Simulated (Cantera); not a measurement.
A closed system holds: 1 mol MgCO3, 0.15 mol H2S, 1.9 mol CO2, held at 1148 K and 210 Torr.

Equilibrium computed with Cantera from the NASA thermochemical tables; the gas is ideal and each condensed phase is pure. Candidate condensed phases: C, C6H6, C7H8, C8H18, H2O, H2SO4, Mg, MgCO3, MgO, Mg(OH)2, MgS, MgSO4, S; 130 gas species. Gases not in the tables: S3 to S7. The numbers say what is thermodynamically allowed, not how fast it happens.

Base state: CO2 0.873, CO 0.0517, H2O 0.0413, S2 0.0162, SO2 0.00699, H2S 0.00468, COS 0.00371, H2 0.00207 (mole fractions); condensed: MgO(s).

### Question
What changes in the equilibrium state with this change: CO2 from 1.9 to 0.041 mol?

### Answer
```json
[
 {"species": "CO2", "before": "0.873", "after": "0.745"},
 {"species": "H2O", "before": "0.0413", "after": "0.0846"},
 {"species": "CO", "before": "0.0517", "after": "0.0819"},
 {"species": "H2S", "before": "0.00468", "after": "0.0280"},
 {"species": "S2", "before": "0.0162", "after": "0.0398"},
 {"species": "CS2", "before": "3.75e-6", "after": "2.72e-5"},
 {"species": "H2", "before": "0.00207", "after": "0.00788"},
 {"species": "SH", "before": "1.51e-5", "after": "4.61e-5"},
 {"species": "COS", "before": "0.00371", "after": "0.00922"},
 {"species": "SO2", "before": "0.00699", "after": "0.00318"},
 {"species": "MgO(s), mol", "before": "1.00", "after": "1.00"}
]
```

### Question
What changes in the equilibrium state with this change: H2S from 0.15 to 0.71 mol?

### Answer
```tsv
species	before	after
CO2	0.873	0.644
H2O	0.0413	0.110
CO	0.0517	0.101
H2S	0.00468	0.0607
H2	0.00207	0.0146
COS	0.00371	0.0133
S2	0.0162	0.0546
CS2	3.75e-6	6.51e-5
SH	1.51e-5	7.35e-5
SO2	0.00699	0.00184
MgO(s), mol	1.00	1.00
```

### Question
What changes in the equilibrium state with this change: temperature from 1148 K to 1400 K?

### Answer
```json
[
 {"species": "CO2", "before": "0.873", "after": "0.801"},
 {"species": "CO", "before": "0.0517", "after": "0.111"},
 {"species": "H2O", "before": "0.0413", "after": "0.0437"},
 {"species": "SO2", "before": "0.00699", "after": "0.0338"},
 {"species": "S2", "before": "0.0162", "after": "0.00563"},
 {"species": "SO", "before": "1.78e-5", "after": "0.000297"},
 {"species": "H2S", "before": "0.00468", "after": "0.000676"},
 {"species": "COS", "before": "0.00371", "after": "0.000878"},
 {"species": "SH", "before": "1.51e-5", "after": "4.19e-5"},
 {"species": "H2", "before": "0.00207", "after": "0.00279"},
 {"species": "MgO(s), mol", "before": "1.00", "after": "1.00"}
]
```
